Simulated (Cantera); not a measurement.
Input: 1 mol Si₃N₄, 0.0055 mol O₂, 58 mol H₂, at 2000 °C and 18.8 Torr.

Equilibrium computed with Cantera from the NASA thermochemical tables; the gas is ideal and each condensed phase is pure. Candidate condensed phases: H₂O, Si, SiO₂, Si₂N₂O, Si₃N₄; 35 gas species. The tables' values for SiN are old estimates; treat these amounts as uncertain. Gases not in the tables: Si₂H₆ and higher silanes. Kinetics and transport are ignored.

Base state: H₂ 0.886, H 0.0500, N₂ 0.0313, Si 0.0293, SiH 0.00168, Si₂ 0.000538, SiH₂ 0.000368, SiO 0.000173 (mole fractions); condensed: Si(l).

Question: What changes in the equilibrium state with this change: Si₃N₄ replaced by Si?

Answer: 
```json
[
 {"species": "H₂", "before": "0.886", "after": "0.932"},
 {"species": "H", "before": "0.0500", "after": "0.0513"},
 {"species": "Si", "before": "0.0293", "after": "0.0149"},
 {"species": "N₂", "before": "0.0313", "after": "0"},
 {"species": "Si₂N", "before": "0.000126", "after": "0"},
 {"species": "SiN", "before": "0.000120", "after": "0"},
 {"species": "Si₃", "before": "0.000102", "after": "1.36e-5"},
 {"species": "Si₂", "before": "0.000538", "after": "0.000140"},
 {"species": "SiH", "before": "0.00168", "after": "0.000880"},
 {"species": "Si(l), mol", "before": "0.888", "after": "0"}
]
```
